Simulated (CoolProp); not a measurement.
A simple Rankine cycle with R152A: condensing at 316.15 K, boiler at 3.59 MPa, turbine inlet 376.4 K, turbine efficiency 0.85, pump efficiency 0.6, no recuperator. Each further row changes one setting.

Model: reference Helmholtz-energy equation of state, Outcalt 1996, in CoolProp. It is a modified Benedict-Webb-Rubin equation, recast in Helmholtz form.

| case | thermal efficiency (%) | net work (kJ/kg) | heat in (kJ/kg) | turbine exit temperature (K) | volume ratio over the turbine |
|---|---|---|---|---|---|
| as stated | 9.7 | 25.2 | 260 | 316.1 | [?] |
| turbine inlet 396.4 K | 10.5 | 32.5 | 309 | 331.1 | 3.84 |
| condensing temperature 308.15 K | 11.0 | 30.3 | 275 | 308.2 | 5.37 |
| boiler pressure 2.51 MPa | 8.2 | [?] | [?] | 331.5 | [?] |
| turbine efficiency 0.75 | 8.3 | [?] | 260 | 316.1 | [?] |

Task: What belongs in the gaps?

Result: 
- as stated, volume ratio over the turbine: 4.31
- boiler pressure 2.51 MPa, net work (kJ/kg): 24.6
- boiler pressure 2.51 MPa, heat in (kJ/kg): 301
- boiler pressure 2.51 MPa, volume ratio over the turbine: 2.60
- turbine efficiency 0.75, net work (kJ/kg): 21.7
- turbine efficiency 0.75, volume ratio over the turbine: 4.38

The expansion ends wet for: as stated; condensing temperature 308.15 K; turbine efficiency 0.75.
